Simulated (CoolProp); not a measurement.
Properties of R152A along the isotherm 429.6 K.

Computed with CoolProp (reference Helmholtz-energy equation of state, Outcalt 1996). It is a modified Benedict-Webb-Rubin equation, recast in Helmholtz form.

| p (MPa) | phase | cv (kJ/(kg K)) | Joule-Thomson coefficient (K/MPa) | isothermal compressibility (1/MPa) | expansivity (1/kK) | conductivity (mW/(m K)) | Prandtl number |
|---|---|---|---|---|---|---|---|
| 0.0714 | gas | 1.195 | 8.454 | 14.06 | 2.362 | 26.9 | 0.785 |
| 0.127 | gas | 1.196 | 8.463 | 7.931 | 2.390 | 26.9 | 0.786 |
| 0.226 | gas | [?] | 8.480 | 4.483 | 2.439 | 27.0 | 0.788 |
| 0.402 | gas | 1.202 | 8.510 | 2.546 | 2.530 | 27.1 | 0.791 |
| 0.714 | gas | [?] | [?] | 1.462 | 2.702 | 27.3 | 0.799 |
| 1.27 | gas | 1.222 | 8.667 | 0.8524 | [?] | 27.7 | [?] |
| 2.26 | gas | 1.246 | 8.862 | [?] | 3.820 | 28.8 | 0.847 |
| 4.02 | gas | 1.296 | 9.194 | 0.3453 | 6.075 | 32.1 | 0.945 |
| 7.14 | supercritical | 1.405 | 7.988 | 0.2966 | 17.78 | 48.3 | 1.62 |
| 12.7 | supercritical | 1.361 | 1.695 | 0.04181 | 7.718 | 66.4 | 2.04 |
| 22.6 | supercritical | 1.334 | 0.3837 | 0.01170 | 3.554 | 78.5 | 1.99 |

Some entries are withheld; supply them.


- 0.226, cv (kJ/(kg K)): 1.198
- 0.714, cv (kJ/(kg K)): 1.209
- 0.714, Joule-Thomson coefficient (K/MPa): 8.565
- 1.27, expansivity (1/kK): 3.047
- 1.27, Prandtl number: 0.813
- 2.26, isothermal compressibility (1/MPa): 0.5162

Viscosity comes from a separate model (Bell 2016), an estimate that may be off by 10 % or more. Thermal conductivity comes from a separate model (Krauss 1996).
